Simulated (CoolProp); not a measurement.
Vapour-liquid equilibrium of R125 (1) + propane (2) at 9.85 °C; x and y are mole fractions of (1).

Model: multi-fluid Helmholtz-energy mixture model, Lemmon 2005 and Lemmon 2009; pair parameters Bell 2016, in CoolProp.

Problem. Give the bubble pressure and the first vapour's composition at x = 0.65, 0.8, 0.875. Is there an azeotrope?

Solution. x = 0.65: 1091 kPa, y = 0.639; x = 0.8: 1063 kPa, y = 0.736; x = 0.875: 1026 kPa, y = 0.807. y crosses x between x = 0.575 and 0.65: the model has an azeotrope there.

Pair parameters are fitted to limited data, so mixtures are less certain than the pure fluids.
